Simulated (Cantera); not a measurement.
## Silicon carbide growth: (CH3)2SiCl2 + C2H4 + H2

Charge: 1 mol (CH3)2SiCl2, 0.022 mol C2H4, 26 mol H2, at 2300 °C.

These are equilibrium values from Cantera (NASA tables, ideal gas, pure condensed phases), not measurements of a reactor. Candidate condensed phases: C, C6H6, C7H8, C8H18, Si, SiC; 109 gas species. The feed counts by its element totals alone. The tables' values for SiCl are old estimates; treat these amounts as uncertain. Gases not in the tables: Si2H6 and higher silanes. Rates play no part.

From 0.750 Torr to 56.3 Torr the condensed part is C(graphite). From 135 Torr to 750 Torr the condensed part is C(graphite) + SiC(s). The main Si-bearing gas is Si throughout.

```csv
P (Pa),log p H2,log p H,log p HCl,log p Cl,log p Si,log p C2H2 (acetylene),n C(graphite),n SiC(s)
100,-3.50,-3.21,-4.73,-4.60,-4.78,-5.34,0.828,0
240,-2.97,-2.95,-4.17,-4.31,-4.36,-4.80,0.881,0
560,-2.50,-2.71,-3.69,-4.06,-3.97,-4.33,0.868,0
1300,-2.07,-2.50,-3.24,-3.83,-3.59,-3.90,0.846,0
3200,-1.63,-2.28,-2.80,-3.60,-3.20,-3.46,0.831,0
7500,-1.23,-2.08,-2.40,-3.40,-2.87,-3.06,0.830,0
18000,-0.82,-1.88,-2.00,-3.21,-2.64,-2.66,0.732,0.190
42000,-0.44,-1.68,-1.61,-3.01,-2.64,-2.28,0.493,0.609
100000,-0.05,-1.49,-1.22,-2.81,-2.64,-1.89,0.382,0.792
```
log p: log10 of the partial pressure in bar; n: condensed amount in mol.
